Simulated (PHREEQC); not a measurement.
Consider water at 25 °C with 0.0072 mol NaH2PO4 and 0.024 mol H2SO4 per kg of water. Closed to the air; pH follows from the charge balance.

The numbers come from PHREEQC with the ion-association model, phreeqc.dat.

The ionic strength comes out as 0.0459 mol/kgw. What activity coefficients do NaSO4-, SO4-2, HSO4-, H2PO4-, Na+ get?

NaSO4- 0.83, SO4-2 0.47, HSO4- 0.83, H2PO4- 0.83, Na+ 0.83.

This is a speciation only: nothing precipitates in the calculation. Complexes and solids missing from the database can't appear.
